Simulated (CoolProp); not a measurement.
Sulfur dioxide along the isotherm 525 K: density (kg/m³) from the reference equation and from simpler models built on Tc = 430.6 K, pc = 7887 kPa, ω = 0.256; each cubic takes its own stable root.

Values from CoolProp's reference Helmholtz-energy equation of state, Gao 2016.

```
p (kPa)          phase  reference
-------  -------------  ---------
986                gas      14.79
1970               gas      30.22
2960               gas      46.48
3940               gas      63.39
4930               gas      81.37
5910               gas      100.1
6900               gas      120.2
7890     supercritical      141.4
8870     supercritical      163.6
9860     supercritical      187.5
10800    supercritical      211.5
11800    supercritical      238.6
```

**Question.** How far does each simpler model (van der Waals, Redlich-Kwong, Peng-Robinson) lie from the reference over these 12 states: mean and median of the absolute difference, and the worst?

**Answer.** 
- van der Waals: mean 3.5 %, median 2.4 %, worst +10.1 % at 525 K and 11800 kPa
- Redlich-Kwong: mean 2.2 %, median 2.0 %, worst +4.6 % at 525 K and 11800 kPa
- Peng-Robinson: mean 1.4 %, median 1.5 %, worst +1.9 % at 525 K and 8870 kPa
